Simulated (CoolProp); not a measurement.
Model: reference Helmholtz-energy equation of state, Lemmon 2006, in CoolProp. It is a short technical equation, of lower accuracy than the large ones.

Give the vapour pressure (bar), liquid density (kg/m³), vapour density (kg/m³), liquid cp (kJ/(kg K)) of saturated nitrous oxide at -55.65, -7.05 °C.


| T (°C) | p (bar) | liquid density (kg/m³) | vapour density (kg/m³) | liquid cp (kJ/(kg K)) |
|---|---|---|---|---|
| -55.65 | 5.16 | 1130 | 13.7 | 1.78 |
| -7.05 | 25.9 | 941 | 69.1 | 2.14 |
